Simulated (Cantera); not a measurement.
# Adiabatic ignition

An adiabatic, constant-volume homogeneous reactor starts with CH4 : H2 : O2 : N2 : H2O = 1 : 0.55 : 3.99 : 15 : 0.41 (molar parts), at 1448 K and 3080 Torr.

Computed with Cantera and GRI-Mech 3.0 (53 species, 325 reactions).

```csv
t (s),T (K),P (bar),x CH4,x H2,x O2,x CH2CO,x CH2O,x HO2,x NO
5.00e-6,1448,4.10,0.0477,0.0263,0.190,<1e-12,7.44e-8,8.61e-7,<1e-12
1.18e-5,1448,4.10,0.0477,0.0262,0.190,<1e-12,7.27e-7,2.40e-6,<1e-12
2.77e-5,1448,4.10,0.0476,0.0262,0.190,4.52e-10,1.98e-5,1.29e-5,<1e-12
6.52e-5,1511,4.28,0.0407,0.0250,0.184,2.25e-5,0.00142,0.000173,2.81e-10
0.000153,2712,7.66,<1e-12,0.00258,0.0802,<1e-12,4.46e-11,2.20e-5,0.00139
0.000361,2705,7.64,<1e-12,0.00255,0.0785,<1e-12,4.32e-11,2.13e-5,0.00495
0.000850,2695,7.61,<1e-12,0.00250,0.0758,<1e-12,4.12e-11,2.03e-5,0.0106
0.00200,2686,7.58,<1e-12,0.00245,0.0733,<1e-12,3.94e-11,1.94e-5,0.0158
0.00471,2683,7.57,<1e-12,0.00244,0.0726,<1e-12,3.89e-11,1.92e-5,0.0173
0.0111,2683,7.57,<1e-12,0.00244,0.0726,<1e-12,3.89e-11,1.91e-5,0.0174
0.0261,2683,7.57,<1e-12,0.00244,0.0726,<1e-12,3.89e-11,1.91e-5,0.0174
0.0614,2683,7.57,<1e-12,0.00244,0.0726,<1e-12,3.89e-11,1.91e-5,0.0174
0.144,2683,7.57,<1e-12,0.00244,0.0726,<1e-12,3.89e-11,1.91e-5,0.0174
0.340,2683,7.57,<1e-12,0.00244,0.0726,<1e-12,3.89e-11,1.91e-5,0.0174
0.800,2683,7.57,<1e-12,0.00244,0.0726,<1e-12,3.89e-11,1.91e-5,0.0174
```
x: mole fraction; the columns are a selection and need not sum to one.

time of steepest temperature rise: 81.9 µs
temperature at 0.800 s: 2683 K
equilibrium temperature: 2683 K
x(CH4) at 0.800 s: <1e-12 (gas-phase equilibrium <1e-12)
x(H2) at 0.800 s: 0.00244 (gas-phase equilibrium 0.00244)
x(O2) at 0.800 s: 0.0726 (gas-phase equilibrium 0.0726)
